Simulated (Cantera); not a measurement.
# Hydrocarbon pyrolysis for carbon deposition

An isothermal, constant-pressure homogeneous reactor starts with 6.67 % C2H6, 93.3 % N2, at 2000 K and 0.00150 bar.

Model: GRI-Mech 3.0 (53 species, 325 reactions), integrated in Cantera. GRI-Mech 3.0 stops at C3 and has no aromatics, soot or wall deposition, so with more carbon than oxygen in the feed, carbon stays in small species such as C2H2 where larger ones or solid carbon would form. Radical loss at walls, strong at low pressure, is not modelled.

| t (s) | x C2H6 | x C2H | x C2H4 | x HCN | x CH4 |
|---|---|---|---|---|---|
| 0.000300 | 0.0352 | 7.79e-9 | 0.00188 | 1.76e-7 | 0.00121 |
| 0.000902 | 0.00569 | 8.87e-6 | 0.0164 | 1.13e-5 | 0.00603 |
| 0.00271 | 2.72e-5 | 4.61e-5 | 0.0136 | 5.34e-5 | 0.0115 |
| 0.00814 | 2.96e-6 | 2.86e-5 | 0.00312 | 8.14e-5 | 0.0103 |
| 0.0245 | 7.57e-7 | 1.76e-5 | 0.000499 | 9.66e-5 | 0.00771 |
| 0.0735 | 2.25e-7 | 1.29e-5 | 0.000124 | 0.000108 | 0.00531 |
| 0.221 | 6.56e-8 | 1.23e-5 | 3.51e-5 | 0.000122 | 0.00297 |
| 0.664 | 1.08e-8 | 1.56e-5 | 6.12e-6 | 0.000149 | 0.00100 |
| 2.00 | 4.50e-10 | 2.42e-5 | 5.34e-7 | 0.000211 | 0.000151 |
| 6.00 | <1e-12 | 4.39e-5 | 1.63e-7 | 0.000283 | 4.28e-6 |
x: mole fraction; the columns are a selection and need not sum to one.

Equilibrium at this temperature and pressure: C2H6 <1e-12, C2H 4.25e-5, C2H4 1.97e-8, HCN 0.0808, CH4 1.11e-7 (gas phase only).
